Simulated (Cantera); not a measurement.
# Halide evaporation, hydrolysis and transport: CuF₂ + H₂ + N₂

Charge: 1 mol CuF₂, 0.2 mol H₂, a varied amount of N₂, at 1400 K and 0.825 Torr.

Method: chemical equilibrium by Gibbs-energy minimisation in Cantera with the NASA 1993 tables (ideal gas, pure condensed phases). Candidate condensed phases: Cu, CuF₂; 25 gas species. Rates play no part.

From 0.73 mol N₂ to 14 mol N₂ nothing is condensed. The main Cu-bearing gas is CuF₂ throughout.

```json
[
 {"n(N₂) (mol)": "0.73", "log p N₂": "-3.42", "log p CuF₂": "-3.51", "log p CuF": "-3.68", "log p HF": "-3.69", "log p F": "-5.93", "log p Cu": "-8.35"},
 {"n(N₂) (mol)": "1.2", "log p N₂": "-3.29", "log p CuF₂": "-3.60", "log p CuF": "-3.77", "log p HF": "-3.77", "log p F": "-5.93", "log p Cu": "-8.43"},
 {"n(N₂) (mol)": "2", "log p N₂": "-3.19", "log p CuF₂": "-3.72", "log p CuF": "-3.88", "log p HF": "-3.89", "log p F": "-5.93", "log p Cu": "-8.55"},
 {"n(N₂) (mol)": "3.2", "log p N₂": "-3.12", "log p CuF₂": "-3.85", "log p CuF": "-4.01", "log p HF": "-4.02", "log p F": "-5.93", "log p Cu": "-8.67"},
 {"n(N₂) (mol)": "5.2", "log p N₂": "-3.06", "log p CuF₂": "-4.01", "log p CuF": "-4.17", "log p HF": "-4.18", "log p F": "-5.93", "log p Cu": "-8.82"},
 {"n(N₂) (mol)": "8.6", "log p N₂": "-3.02", "log p CuF₂": "-4.19", "log p CuF": "-4.35", "log p HF": "-4.36", "log p F": "-5.94", "log p Cu": "-8.99"},
 {"n(N₂) (mol)": "14", "log p N₂": "-3.00", "log p CuF₂": "-4.38", "log p CuF": "-4.53", "log p HF": "-4.54", "log p F": "-5.95", "log p Cu": "-9.17"}
]
```
log p: log10 of the partial pressure in bar; nothing condenses.
